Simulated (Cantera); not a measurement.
Moist CO burnout

A perfectly stirred reactor is fed with CO : O2 : H2O : N2 = 0.017 : 0.077 : 0.006 : 1 (molar parts), at 2.57 atm; it is held at 1523 K, and followed from long to short residence time.

Computed with Cantera and GRI-Mech 3.0 (53 species, 325 reactions).

```
τ (s)       x CO    x O2    x H2O    x N2O   x CO2     x H2      x OH
------  --------  ------  -------  -------  ------  -------  --------
16       6.96e-6  0.0628  0.00549  1.98e-7  0.0156  8.81e-8   1.99e-5
7.7      1.19e-5  0.0628  0.00548  2.83e-7  0.0156  1.29e-7   2.39e-5
3.6      2.05e-5  0.0628  0.00548  4.22e-7  0.0156  1.99e-7   2.94e-5
1.7      3.47e-5  0.0628  0.00548  6.32e-7  0.0155  3.13e-7   3.65e-5
0.81     5.81e-5  0.0628  0.00547  9.33e-7  0.0155  4.95e-7   4.54e-5
0.38     9.80e-5  0.0628  0.00547  1.35e-6  0.0155  7.99e-7   5.70e-5
0.18    0.000164  0.0628  0.00546  1.86e-6  0.0154  1.29e-6   7.14e-5
0.084   0.000276  0.0628  0.00545  2.39e-6  0.0153  2.11e-6   8.99e-5
0.040   0.000455  0.0629  0.00543  2.82e-6  0.0151  3.41e-6  0.000112
0.019   0.000749  0.0630  0.00542  3.04e-6  0.0148  5.50e-6  0.000140
0.0088   0.00124  0.0632  0.00539  3.03e-6  0.0143  8.92e-6  0.000176
```
x: mole fraction; the columns are a selection and need not sum to one.
